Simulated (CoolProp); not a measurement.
Properties of hexamethyldisiloxane (MM) along the isotherm 620 K.

Model: reference Helmholtz-energy equation of state, Thol 2016, in CoolProp.

```
p (bar)          phase  cp (kJ/(kg K))  cv (kJ/(kg K))  Joule-Thomson coefficient (K/MPa)
-------  -------------  --------------  --------------  ---------------------------------
4.83               gas           2.289           2.222                              5.544
9.66               gas           2.317           2.228                                [?]
14.5               gas           2.352           2.235                              6.101
19.3               gas           2.397           2.242                              6.305
24.1     supercritical           2.452           2.250                              6.443
29       supercritical           2.521           2.259                              6.504
33.8     supercritical           2.599           2.268                              6.443
38.6     supercritical           2.678           2.276                              6.192
43.5     supercritical           2.745           2.280                                [?]
48.3     supercritical           2.783             [?]                              4.947
```

Question: Some entries are withheld; supply them.

Answer: 
- 9.66, Joule-Thomson coefficient (K/MPa): 5.839
- 43.5, Joule-Thomson coefficient (K/MPa): 5.683
- 48.3, cv (kJ/(kg K)): 2.282
